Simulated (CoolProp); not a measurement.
Vapour-liquid equilibrium of R152A (1) + methanol (2) at 317.7 K; x and y are mole fractions of (1).

Values from CoolProp's multi-fluid Helmholtz-energy mixture model, Outcalt 1996 and de Reuck 1993; pair parameters Bell 2016.

```tsv
x	bubble pressure (bar)	y at the bubble point	dew pressure at overall composition x (bar)	liquid density (mol/L)
0.05	2.187	0.800	0.4609	?
0.2	4.785	?	0.5468	21.23
0.35	5.809	0.927	0.6723	19.40
0.5	6.532	?	0.8738	17.72
0.65	7.347	0.952	1.249	16.16
0.8	?	0.969	2.192	?
0.95	?	?	7.216	13.29
```

Question: Complete the blanks.

Answer: 
- 0.05, liquid density (mol/L): 23.25
- 0.2, y at the bubble point: 0.909
- 0.5, y at the bubble point: 0.939
- 0.8, bubble pressure (bar): 8.388
- 0.8, liquid density (mol/L): 14.70
- 0.95, bubble pressure (bar): 9.725
- 0.95, y at the bubble point: 0.991

No azeotrope shows between x = 0.05 and 0.95.

Pair parameters are fitted to limited data, so mixtures are less certain than the pure fluids. With so large a gap from Raoult's law the liquid may split in two, which this calculation doesn't test in full.
